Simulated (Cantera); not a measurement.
Feed: 1 mol TiO₂, 4.8 mol CH₄, 0.19 mol CO, at 1127 °C and 9.40 bar.

Method: chemical equilibrium by Gibbs-energy minimisation in Cantera with the NASA 1993 tables (ideal gas, pure condensed phases). Candidate condensed phases: C, C₆H₆, C₇H₈, C₈H₁₈, H₂O, Ti, TiC, TiO, TiO₂, Ti₂O₃, Ti₃O₅, Ti₄O₇; 113 gas species. Mutual solubility and eutectic melting of coexisting phases are not modelled. Condensed phases not in the tables: Magnéli phases beyond Ti₄O₇. Equilibrium is a limit: real reactors are often held back by kinetics, nucleation or transport.

Base state: H₂ 0.916, CO 0.0487, CH₄ 0.0340, H₂O 0.00156, CO₂ 3.83e-5, C₂H₄ 1.65e-5 (mole fractions); condensed: C(graphite) + Ti₃O₅(s) + Ti₄O₇(s).

Q: What changes in the equilibrium state with this change: temperature from 1127 °C to 1600 °C?

A: 
| species | before | after |
|---|---|---|
| H₂ | 0.916 | 0.809 |
| CO | 0.0487 | 0.186 |
| CH₄ | 0.0340 | 0.00375 |
| H | 1.52e-6 | 0.000190 |
| C₂H₂ (acetylene) | 2.31e-6 | 0.000253 |
| CH₃ | 1.13e-6 | 1.77e-5 |
| H₂O | 0.00156 | 0.000285 |
| CO₂ | 3.83e-5 | 1.60e-5 |
| C(graphite), mol | 4.18 | 1.75 |
| Ti₃O₅(s), mol | 0.204 | 0 |
| Ti₄O₇(s), mol | 0.0971 | 0 |
| TiC(s), mol | 0 | 1.00 |
TiC: taken at fixed stoichiometry.

Q: What changes in the equilibrium state with this change: temperature from 1127 °C to 1300 °C?

A: 
```
species            before    after
----------------  -------  -------
H₂                  0.916    0.915
CO                 0.0487   0.0703
CH₄                0.0340   0.0144
H                 1.52e-6  1.27e-5
C₂H₂ (acetylene)  2.31e-6  1.89e-5
C(graphite), mol     4.18     4.01
Ti₃O₅(s), mol       0.204    0.294
Ti₄O₇(s), mol      0.0971        0
TiC(s), mol             0    0.119
```
TiC: taken at fixed stoichiometry.
